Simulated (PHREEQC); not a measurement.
Make-up at 25 °C: 0.0027 mol/kgw H3PO4 and 0.0004 mol/kgw Na2B4O7. Closed to the air; pH follows from the charge balance.

All values are PHREEQC results (ion-association model, phreeqc.dat), not measurements.

```json
[
 {"quantity": "pH", "before": "2.86", "after": "2.66"},
 {"quantity": "ionic strength (mol/kgw)", "before": "0.00226", "after": "0.00311"},
 {"quantity": "H2PO4- (mol/kgw)", "before": "0.00226", "after": "0.00311"},
 {"quantity": "H3PO4 (mol/kgw)", "before": "0.000439", "after": "0.000941"},
 {"quantity": "HPO4-2 (mol/kgw)", "before": "1.18e-7", "after": "1.06e-7"}
]
```

**Question.** Which change was made?
(A) diluted 100-fold with water
(B) Na2B4O7 left out
(C) diluted 10-fold with water
(D) H3PO4 from 0.0027 to 0.00405 mol/kgw
(E) H3PO4 replaced by (NH4)2HPO4 at the same molality

**Answer.** D, H3PO4 from 0.0027 to 0.00405 mol/kgw

This is a speciation only: nothing precipitates in the calculation.
